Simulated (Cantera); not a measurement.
Silicon carbide growth: CH₃SiH₃ + C₂H₂ + H₂

Charge: 1 mol CH₃SiH₃, 0.26 mol C₂H₂, 26 mol H₂, at 470 Pa.

Method: chemical equilibrium by Gibbs-energy minimisation in Cantera with the NASA 1993 tables (ideal gas, pure condensed phases). Candidate condensed phases: C, C₆H₆, C₇H₈, C₈H₁₈, Si, SiC; 87 gas species. The feed counts by its element totals alone. Gases not in the tables: Si₂H₆ and higher silanes. The numbers say what is thermodynamically allowed, not how fast it happens.

From 1000 °C to 2000 °C the condensed part is C(graphite) + SiC(s). At 2100 °C the condensed part is C(graphite).

```csv
T (°C),x H₂,x H,x Si,x C₂H₂ (acetylene),x SiC₂,x Si₂C,n C(graphite),n SiC(s)
1000,1.000,1.04e-5,9.85e-12,3.72e-7,<1e-12,<1e-12,0.519,1.00
1100,1.000,4.86e-5,3.50e-10,1.73e-6,<1e-12,<1e-12,0.519,1.00
1200,1.000,0.000185,7.62e-9,6.50e-6,1.05e-11,9.35e-12,0.519,1.00
1300,0.999,0.000593,1.12e-7,2.06e-5,3.54e-10,2.94e-10,0.519,1.000
1400,0.998,0.00166,1.19e-6,5.69e-5,7.78e-9,6.07e-9,0.517,1.000
1500,0.996,0.00414,9.63e-6,0.000139,1.20e-7,8.84e-8,0.512,1.000
1600,0.990,0.00937,6.23e-5,0.000309,1.37e-6,9.59e-7,0.504,0.998
1700,0.980,0.0195,0.000333,0.000627,1.21e-5,8.12e-6,0.493,0.989
1800,0.960,0.0376,0.00151,0.00118,8.67e-5,5.56e-5,0.496,0.947
1900,0.923,0.0676,0.00594,0.00204,0.000515,0.000317,0.577,0.777
2000,0.858,0.113,0.0207,0.00323,0.00260,0.00155,0.959,0.137
2100,0.785,0.181,0.0236,0.00483,0.00416,0.000871,0.886,0
```
x: gas mole fraction; n: condensed amount in mol.
